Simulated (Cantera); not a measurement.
Charge: 1 mol Pb, 5.7 mol H2, held at 925 °C and 465 Torr.

Cantera equilibrium calculation (NASA polynomials, part measured and part estimated; ideal gas, pure solids and liquids). Candidate condensed phases: Pb; 4 gas species. Equilibrium is a limit: real reactors are often held back by kinetics, nucleation or transport.

Base state: H2 0.999, Pb 0.00101 (mole fractions); condensed: Pb(l).

Q: What changes in the equilibrium state with this change: Pb replaced by HgO?

A: 
```tsv
species	before	after
H2	0.999	0.701
H2O	0	0.149
Hg	0	0.149
Pb	0.00101	0
Pb(l), mol	0.994	0
```
Further candidate phases: H2O, Hg, HgO.

Q: What changes in the equilibrium state with this change: pressure from 465 Torr to 2.63 Torr?

A: 
```csv
species,before,after
H2,0.999,0.851
Pb,0.00101,0.149
"Pb(l), mol",0.994,0
```
